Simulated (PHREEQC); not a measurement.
Make-up at 25 °C: 0.0056 mol H3PO4 and 0.0061 mol K2HPO4 per kg of water. Closed to the air; pH follows from the charge balance.

The numbers come from PHREEQC with the ion-association model, wateq4f.dat.

Each row changes one thing in this solution. No solid was allowed to form.

```csv
case,pH,ionic strength (mol/kgw),H2PO4- (mol/kgw),HPO4-2 (mol/kgw),KHPO4- (mol/kgw)
as made,5.71,0.0127,0.0112,0.000498,7.52e-6
H3PO4 left out,___,0.0181,3.29e-5,___,8.34e-5
temperature from 25 to 45 °C,5.66,0.0127,0.0112,___,7.42e-6
H3PO4 from 0.0056 to 0.028 mol/kgw,___,0.0191,0.0191,2.88e-7,4.00e-9
0.00019 mol/kgw Cs2SO4 added,5.71,0.0132,0.0112,0.000498,7.45e-6
```

**Question.** Some entries are withheld; supply them.

**Answer.** 
- H3PO4 left out, pH: 9.30
- H3PO4 left out, HPO4-2 (mol/kgw): 0.00597
- temperature from 25 to 45 °C, HPO4-2 (mol/kgw): 0.000499
- H3PO4 from 0.0056 to 0.028 mol/kgw, pH: 2.21

Complexes and solids missing from the database can't appear. H3PO4, which wateq4f.dat lacks, is added to it with the constant of phreeqc.dat. Away from 25 °C the constants follow the database's enthalpies or fits; those with neither stay at their 25 °C values.
